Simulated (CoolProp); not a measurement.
Ethylene at several states: Z from the reference equation and from simpler models built on Tc = 282.4 K, pc = 5.042 MPa, ω = 0.087; each cubic takes its own stable root.

The numbers come from the reference Helmholtz-energy equation of state, Smukala 2000 in CoolProp.

| T (K) | p (MPa) | phase | reference | van der Waals | Redlich-Kwong | Soave-Redlich-Kwong |
|---|---|---|---|---|---|---|
| 289.4 | 3.95 | gas | 0.6894 | 0.7138 | 0.6896 | 0.6916 |
| 248.6 | 1.26 | gas | 0.8601 | 0.8885 | 0.8640 | 0.8619 |
| 311 | 0.0189 | gas | 0.9991 | 0.9991 | 0.9990 | 0.9991 |
| 365.6 | 1.53 | gas | 0.9546 | 0.9515 | 0.9519 | 0.9553 |
| 429.6 | 23.6 | supercritical | 0.8296 | 0.8333 | 0.8332 | 0.8813 |
| 401.4 | 7.91 | supercritical | 0.8389 | 0.7988 | 0.8294 | 0.8545 |
